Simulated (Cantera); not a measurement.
Mixture: CH4 : O2 : N2 = 1 : 2.2 : 8.26 (molar parts), equivalence ratio 0.91, at 4.80 bar, adiabatic and at constant volume. Ignition delay is the time to a rise of 400 K.

Detailed kinetics in Cantera: GRI-Mech 3.0 (53 species, 325 reactions).

**Question.** What does this change do: pressure from 4.80 bar to 1.20 bar?

**Answer.** 
```tsv
quantity	before	after
delay at 1150 K	18.5 ms	74.1 ms
delay at 1225 K	6.87 ms	25.0 ms
delay at 1300 K	2.73 ms	9.19 ms
delay at 1375 K	1.15 ms	3.64 ms
delay at 1450 K	0.517 ms	1.56 ms
delay at 1525 K	0.245 ms	0.731 ms
delay at 1600 K	0.123 ms	0.372 ms
apparent activation energy between 1450 and 1600 K	180 kJ/mol	180 kJ/mol
```

**Question.** What does this change do: pressure from 4.80 bar to 1.30 bar?

**Answer.** 
```
quantity                                                before       after
--------------------------------------------------  ----------  ----------
delay at 1150 K                                        18.5 ms     68.8 ms
delay at 1225 K                                        6.87 ms     23.4 ms
delay at 1300 K                                        2.73 ms     8.61 ms
delay at 1375 K                                        1.15 ms     3.42 ms
delay at 1450 K                                       0.517 ms     1.47 ms
delay at 1525 K                                       0.245 ms    0.687 ms
delay at 1600 K                                       0.123 ms    0.349 ms
apparent activation energy between 1450 and 1600 K  180 kJ/mol  190 kJ/mol
```
